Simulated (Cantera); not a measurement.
**C₃H₆ + H₂O + H₂ (carbon deposition, reforming and gasification)**

Feed: 1 mol C₃H₆, a varied amount of H₂O, 30 mol H₂, at 1098.15 K and 10.0 Pa.

These are equilibrium values from Cantera (NASA tables, ideal gas, pure condensed phases), not measurements of a reactor. Candidate condensed phases: C, C₆H₆, C₇H₈, C₈H₁₈, H₂O; 110 gas species. Kinetics and transport are ignored.

From 0.067 mol H₂O to 2.3 mol H₂O the condensed part is C(graphite). At 3.2 mol H₂O nothing is condensed. The main C-bearing gas is CO throughout. The share of C in condensed phases is highest at 0.067 mol H₂O (97.8 %) and lowest at 3.2 mol H₂O (0.0 %).

| n(H₂O) (mol) | x H₂ | x CO | x H₂O | x CO₂ | n C(graphite) |
|---|---|---|---|---|---|
| 0.067 | 0.998 | 0.00202 | 1.85e-8 | 3.72e-11 | 2.93 |
| 0.095 | 0.997 | 0.00286 | 2.62e-8 | 7.46e-11 | 2.90 |
| 0.14 | 0.996 | 0.00421 | 3.84e-8 | 1.61e-10 | 2.86 |
| 0.19 | 0.994 | 0.00569 | 5.19e-8 | 2.95e-10 | 2.81 |
| 0.27 | 0.992 | 0.00805 | 7.32e-8 | 5.90e-10 | 2.73 |
| 0.39 | 0.988 | 0.0115 | 1.05e-7 | 1.21e-9 | 2.61 |
| 0.55 | 0.984 | 0.0161 | 1.46e-7 | 2.37e-9 | 2.45 |
| 0.79 | 0.977 | 0.0228 | 2.05e-7 | 4.75e-9 | 2.21 |
| 1.1 | 0.969 | 0.0312 | 2.78e-7 | 8.89e-9 | 1.90 |
| 1.6 | 0.956 | 0.0442 | 3.87e-7 | 1.78e-8 | 1.40 |
| 2.3 | 0.939 | 0.0612 | 5.27e-7 | 3.41e-8 | 0.700 |
| 3.2 | 0.919 | 0.0761 | 0.00471 | 0.000388 | 0 |
x: gas mole fraction; n: condensed amount in mol.
